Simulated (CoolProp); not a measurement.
Vapour-liquid equilibrium of propane (1) + cyclopropane (2) at 67.85 °C; x and y are mole fractions of (1).

Model: multi-fluid Helmholtz-energy mixture model, Lemmon 2009 and Polt 1992; pair parameters Bell 2016, in CoolProp. This equation is an older, rougher fit; its heat capacities, sound speeds and derivatives of the liquid may be far off and weren't checked against measurements.

```
x     bubble pressure, mixture model (MPa)  bubble pressure, Raoult's law (MPa)  y, mixture model  y, Raoult's law
----  ------------------------------------  -----------------------------------  ----------------  ---------------
0.05                                 2.030                                2.009             0.064            0.062
0.2                                  2.156                                2.084             0.240            0.238
0.35                                 2.263                                2.158             0.394            0.402
0.5                                  2.351                                2.232             0.537            0.555
0.65                                 2.418                                2.306             0.673            0.699
0.8                                  2.463                                2.381             0.808            0.833
0.95                                 2.481                                2.455             0.950            0.960
```

The largest gap from Raoult's law is +5.3 % in bubble pressure, at x = 0.5. No azeotrope shows between x = 0.05 and 0.95.

Pair parameters are fitted to limited data, so mixtures are less certain than the pure fluids.
